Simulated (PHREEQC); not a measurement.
Dissolve 65 mmol/kgw BaCl2, 0.077 mmol/kgw CO2 and 1.9 mmol/kgw NaCl at 5 °C. Closed to the air; pH follows from the charge balance.

Model: ion-association model, phreeqc.dat, run in PHREEQC.

Problem. The ionic strength comes out as 0.197 mol/kgw. What activity coefficients do Na+, H+, Cl-, Ba+2, HCO3- get?

Solution. Na+ 0.76, H+ 0.80, Cl- 0.72, Ba+2 0.30, HCO3- 0.75.

Precipitation was switched off in this run. Complexes and solids missing from the database can't appear. At this temperature some constants are extrapolated from 25 °C, and those without enthalpy data are left unchanged.
